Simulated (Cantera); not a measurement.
**Stirred combustor or abatement burner**

A perfectly stirred reactor is fed with CO : H2 : CH4 : O2 : N2 = 1 : 0.056 : 0.2 : 0.619 : 2.33 (molar parts), at 2.40 bar; it is adiabatic with a 700 K inlet, and is followed from long to short residence time, starting on the burning branch (τ in s: 0.054, 0.026, 0.013, 0.0061, 0.0029, 0.0014, 0.00068, 0.00033, 0.00016, 7.6e-05).

Detailed kinetics in Cantera: GRI-Mech 3.0 (53 species, 325 reactions).

```json
[
 {"τ (s)": "0.054", "T (K)": "2452", "x CO": "0.143", "x H2": "0.0145", "x CH4": "1.42e-6", "x CH3": "1.16e-6", "x HO2": "2.14e-7"},
 {"τ (s)": "0.026", "T (K)": "2446", "x CO": "0.143", "x H2": "0.0146", "x CH4": "2.53e-6", "x CH3": "2.08e-6", "x HO2": "2.70e-7"},
 {"τ (s)": "0.013", "T (K)": "2437", "x CO": "0.143", "x H2": "0.0146", "x CH4": "4.15e-6", "x CH3": "3.38e-6", "x HO2": "3.67e-7"},
 {"τ (s)": "0.0061", "T (K)": "2420", "x CO": "0.144", "x H2": "0.0148", "x CH4": "6.76e-6", "x CH3": "5.37e-6", "x HO2": "5.54e-7"},
 {"τ (s)": "0.0029", "T (K)": "2395", "x CO": "0.145", "x H2": "0.0150", "x CH4": "1.07e-5", "x CH3": "8.07e-6", "x HO2": "8.68e-7"},
 {"τ (s)": "0.0014", "T (K)": "2358", "x CO": "0.147", "x H2": "0.0154", "x CH4": "1.67e-5", "x CH3": "1.17e-5", "x HO2": "1.37e-6"},
 {"τ (s)": "0.00068", "T (K)": "2308", "x CO": "0.150", "x H2": "0.0160", "x CH4": "2.66e-5", "x CH3": "1.70e-5", "x HO2": "2.14e-6"},
 {"τ (s)": "0.00033", "T (K)": "2243", "x CO": "0.153", "x H2": "0.0166", "x CH4": "4.41e-5", "x CH3": "2.50e-5", "x HO2": "3.32e-6"},
 {"τ (s)": "0.00016", "T (K)": "2164", "x CO": "0.157", "x H2": "0.0174", "x CH4": "7.73e-5", "x CH3": "3.79e-5", "x HO2": "5.09e-6"},
 {"τ (s)": "7.6e-5", "T (K)": "2070", "x CO": "0.162", "x H2": "0.0180", "x CH4": "0.000148", "x CH3": "6.09e-5", "x HO2": "7.84e-6"}
]
```
x: mole fraction; the columns are a selection and need not sum to one.
